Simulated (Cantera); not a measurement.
A Cantera script and its output.

```python
import numpy as np
import cantera as ct

gas = ct.Solution("gri30.yaml")
gas.TPX = 1723, 95000, {'H2': 2, 'O2': 0.312, 'N2': 1.17}
reactor = ct.IdealGasReactor(gas, energy="on", clone=False)
net = ct.ReactorNet([reactor])
net.rtol, net.atol = 1e-08, 1e-16
show = ['H2', 'O2', 'H2O2', 'NO', 'OH', 'H2O']
times = np.geomspace(1e-06, 2, 12)

steps = ct.SolutionArray(gas, extra=["t"])
rows = []
print(f"{'t/s':>10s}{'T/K':>9s}{'P/Pa':>11s}" + "".join(f"{s:>11s}" for s in show))
for t in times:
    while net.time < t:
        t_next = net.step()
        steps.append(gas.state, t=t_next)
    rows.append([np.interp(t, steps.t, y) for y in (steps.T, steps.P, *steps(*show).X.T)])
    print(f"{t:10.3e}{rows[-1][0]:9.1f}{rows[-1][1]:11.4g}" + "".join(f"{x:11.3e}" for x in rows[-1][2:]))
rate = np.gradient(steps.T, steps.t)
print("integrator steps:", len(steps.t))
if steps.T.max() > steps.T[0] + 200:
    print(f"time of steepest temperature rise: {steps.t[rate.argmax()]:.4e} s")
gas.TPX = 1723, 95000, {'H2': 2, 'O2': 0.312, 'N2': 1.17}
gas.equilibrate("UV")
print(f"equilibrium (UV): T = {gas.T:.1f} K  " + "  ".join(f"{s} {gas[s].X[0]:.3e}" for s in show))
```

Output:

```
       t/s      T/K       P/Pa         H2         O2       H2O2         NO         OH        H2O
 1.000e-06   1723.0    9.5e+04  5.744e-01  8.960e-02  9.277e-08  9.306e-15  3.358e-07  2.908e-06
 3.740e-06   1723.1  9.501e+04  5.740e-01  8.944e-02  5.934e-07  1.435e-12  1.571e-05  2.765e-04
 1.398e-05   2042.7  1.114e+05  3.344e-01  5.405e-04  1.458e-07  1.554e-06  7.919e-03  1.697e-01
 5.230e-05   2537.9   1.34e+05  3.758e-01  2.547e-04  4.484e-08  1.397e-05  8.761e-03  1.766e-01
 1.956e-04   2832.0  1.465e+05  3.998e-01  9.991e-05  2.986e-08  8.566e-05  6.783e-03  1.834e-01
 7.313e-04   2841.8  1.469e+05  4.010e-01  9.414e-05  2.907e-08  3.260e-04  6.632e-03  1.835e-01
 2.735e-03   2840.8  1.469e+05  4.012e-01  9.317e-05  2.884e-08  5.478e-04  6.596e-03  1.833e-01
 1.023e-02   2840.7  1.469e+05  4.012e-01  9.315e-05  2.884e-08  5.544e-04  6.595e-03  1.833e-01
 3.824e-02   2840.7  1.469e+05  4.012e-01  9.315e-05  2.884e-08  5.544e-04  6.595e-03  1.833e-01
 1.430e-01   2840.7  1.469e+05  4.012e-01  9.315e-05  2.884e-08  5.544e-04  6.595e-03  1.833e-01
 5.348e-01   2840.7  1.469e+05  4.012e-01  9.315e-05  2.884e-08  5.544e-04  6.595e-03  1.833e-01
 2.000e+00   2840.7  1.469e+05  4.012e-01  9.315e-05  2.884e-08  5.544e-04  6.595e-03  1.833e-01
integrator steps: 1148
time of steepest temperature rise: 8.9323e-06 s
equilibrium (UV): T = 2840.7 K  H2 4.012e-01  O2 9.315e-05  H2O2 2.884e-08  NO 5.544e-04  OH 6.595e-03  H2O 1.833e-01
```

Model: GRI-Mech 3.0 (53 species, 325 reactions), integrated in Cantera.
